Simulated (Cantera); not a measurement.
Input (Python, Cantera) and output of one run.

```python
import numpy as np
import cantera as ct

gas_names = [...]  # 109 gases of nasa_gas.yaml made of C, Cl, H, Si
cond_names = """
    C(gr) C6H6(L) C7H8(L) C8H18(L),n-octa Si(cr) Si(L) SiC(b)
""".split()


# ... load() reads the species with a 1 bar reference pressure and builds the phases ...
atoms = {
    'SiH2Cl2': {'Si': 1, 'H': 2, 'CL': 2},
    'C2H2': {'C': 2, 'H': 2},
    'H2': {'H': 2},
}
top_T = {'C(gr)': 4500, 'SiC(b)': 3050}  # K; cautious upper limits of use, not melting points


# ... equilibrate(T, P, feed) seeds the gas with the atoms and calls Mixture.equilibrate('TP', solver="vcs", rtol=1e-11, max_steps=5000) ...
results = []
feed = {'SiH2Cl2': 1, 'C2H2': 0.11, 'H2': 1.1}  # mol
T = 925  # K
P = 8400  # Pa
mix = equilibrate(T, P, feed)
results.append((T, P, feed, dict(zip(mix.species_names, mix.species_moles))))
print(gas.report(threshold=1e-06))
for i in range(1, mix.n_phases):
    print(f"{mix.phase(i).name:16s} {mix.phase_moles(i):12.5e} mol")
```

It prints:

```
       temperature   925 K
          pressure   8400 Pa
           density   0.036531 kg/m^3
  mean mol. weight   33.447 kg/kmol
   phase of matter   gas

                          1 kg             1 kmol
                     ---------------   ---------------
          enthalpy       -2.8486e+06       -9.5279e+07  J
   internal energy       -3.0785e+06       -1.0297e+08  J
           entropy            7283.6        2.4362e+05  J/K
    Gibbs function       -9.5859e+06       -3.2062e+08  J
 heat capacity c_p            1327.2             44391  J/K
 heat capacity c_v            1078.6             36077  J/K

                      mass frac. Y      mole frac. X     chem. pot. / RT
                     ---------------   ---------------   ---------------
               CH4        1.1047e-06        2.3031e-06           -50.021
               HCL          0.012183          0.011177           -43.058
                H2          0.047924            0.7951           -20.021
             SiCL2        0.00067122        0.00022681             -69.6
             SiCL3         0.0037483        0.00093258           -102.65
             SiCL4           0.77312           0.15221           -135.69
            SiHCL3           0.15932          0.039344           -112.66
           SiH2CL2         0.0030157        0.00099866           -89.622
            SiH3CL        1.2457e-05        6.2597e-06           -66.585
     [ +100 minor]        1.6808e-08        1.8279e-08

C(gr)             0.00000e+00 mol
Si(cr)            2.58771e-01 mol
SiC(b)            2.19994e-01 mol
```

These are equilibrium values from Cantera (NASA tables, ideal gas, pure condensed phases), not measurements of a reactor. The tables' values for SiCl3 are old estimates; treat these amounts as uncertain.
